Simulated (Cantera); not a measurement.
A Cantera script and its output.

```python
import numpy as np
import cantera as ct

surf = ct.Interface("ptcombust.yaml", "Pt_surf")
gas = surf.adjacent["gas"]
gas.TPX = 300, 5400, {'H2': 0.029, 'O2': 0.11, 'N2': 0.79}
jet = ct.ImpingingJet(gas=gas, width=0.035, surface=surf)
jet.inlet.mdot, jet.inlet.T, jet.inlet.X = 0.024, 300, {'H2': 0.029, 'O2': 0.11, 'N2': 0.79}
jet.set_refine_criteria(ratio=10, slope=0.2, curve=0.3)
show, cover = ['H2', 'O2', 'H2O', 'OH'], ["PT(S)", "H(S)", "O(S)", "OH(S)", "CO(S)", "C(S)"]

rows = []
print(f"{'Ts/K':>7s}" + "".join(f"{s:>11s}" for s in show + cover) + "   (gas at the wall, coverages)")
for i, Ts in enumerate([500, 550, 600, 650, 700, 750, 800, 850]):
    jet.surface.T = Ts
    if i == 0:
        surf.TP = Ts, 5400
        surf.coverages = "PT(S):0.5, O(S):0.5"
        surf.advance_coverages(1.0)
        jet.set_initial_guess(products="inlet")
    jet.solve(loglevel=0, auto=(i == 0))
    rows.append([*(jet.X[gas.species_index(s), -1] for s in show), *surf[cover].coverages])
    print(f"{Ts:7g}" + "".join(f"{x:11.3e}" for x in rows[-1]))
```

Result:

```
   Ts/K         H2         O2        H2O         OH      PT(S)       H(S)       O(S)      OH(S)      CO(S)       C(S)   (gas at the wall, coverages)
    500  3.385e-03  8.873e-02  5.435e-02  2.043e-15  5.592e-02  9.913e-10  9.281e-01  1.596e-02  3.166e-15  1.124e-32
    550  3.381e-03  8.887e-02  5.386e-02  7.773e-14  5.921e-02  1.066e-09  9.317e-01  9.120e-03  1.107e-17  1.630e-25
    600  3.378e-03  8.900e-02  5.344e-02  1.597e-12  6.237e-02  1.466e-09  9.319e-01  5.681e-03  2.952e-17 -1.742e-25
    650  3.359e-03  8.909e-02  5.311e-02  2.041e-11  6.585e-02  2.335e-09  9.303e-01  3.794e-03  8.645e-17  7.313e-30
    700  3.217e-03  8.904e-02  5.305e-02  1.778e-10  7.227e-02  4.109e-09  9.250e-01  2.739e-03  1.004e-16  2.695e-27
    750  2.740e-03  8.863e-02  5.366e-02  1.102e-09  8.992e-02  8.709e-09  9.079e-01  2.205e-03  2.104e-18  6.081e-25
    800  2.084e-03  8.802e-02  5.464e-02  4.985e-09  1.263e-01  2.180e-08  8.718e-01  1.941e-03  1.618e-18  5.051e-25
    850  1.545e-03  8.752e-02  5.541e-02  1.866e-08  1.786e-01  5.410e-08  8.196e-01  1.750e-03  2.376e-17  9.410e-28
```

Model: Deutschmann's 1995 Pt surface mechanism with GRI-Mech 3.0 gas chemistry, integrated in Cantera. Catalytic surfaces can have several steady states; this one follows from the mechanism file's or the stated starting coverage.
